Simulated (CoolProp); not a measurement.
Model: reference Helmholtz-energy equation of state, Span 2003, in CoolProp. It is a short technical equation, of lower accuracy than the large ones.

Problem. Give the vapour pressure (bar), vapour density (kg/m³), enthalpy of vaporisation (kJ/kg), liquid cp (kJ/(kg K)) of saturated n-heptane at 23.95 °C.

Solution. 
```tsv
T (°C)	p (bar)	vapour density (kg/m³)	enthalpy of vaporisation (kJ/kg)	liquid cp (kJ/(kg K))
23.95	0.0578	0.236	366	2.24
```
